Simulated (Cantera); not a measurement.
Mixture: 11.8 % CH4, 21.5 % O2, 66.7 % N2, at 1.97 atm, adiabatic and at constant pressure. Ignition delay is the time to a rise of 400 K.

Detailed kinetics in Cantera: GRI-Mech 3.0 (53 species, 325 reactions).

Q: At T0 = 1550 K, what is the delay, and which 6 reactions control it most (d ln τ / d ln k, from doubling and halving each rate constant)?

A: The delay is 0.378 ms.
```csv
reaction,d ln τ / d ln k,faster rate
CH3 + O2 <=> CH3O + O,-0.44,shortens it
2 CH3 (+M) <=> C2H6 (+M),0.33,lengthens it
H + O2 <=> O + OH,-0.31,shortens it
CH4 + H <=> CH3 + H2,0.24,lengthens it
CH3 + HO2 <=> CH3O + OH,-0.18,shortens it
CH3 + O2 <=> CH2O + OH,-0.17,shortens it
```
